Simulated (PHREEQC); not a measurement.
A PHREEQC input (ion-association model, phreeqc.dat):

```
SOLUTION 1
  temp 20
  units mg/L
  pH 8.14
  pe 0.8
  Na 186
  K 1.1
  Ca 232
  Mg 57.5
  Cl 19.4
  S(6) 1020 as SO4
  Alkalinity 178 as HCO3 charge
  Ba 1.01
  Zn 35.5
  Li 0.0708
END
USE solution 1
EQUILIBRIUM_PHASES 1
  Quartz 0 0.5
  CO2(g) -3.4 10
END
```

It stops with these messages:

```
ERROR: Alkalinity cannot be used with charge balance or solution phase boundary constraints.
ERROR: Program terminating due to input errors.
```

The fault: charge balance asked on alkalinity. The line should read `as HCO3` where the input has `as HCO3 charge`. With the mend the run ends at pH 8.36 and ionic strength 0.0335 mol/kgw.
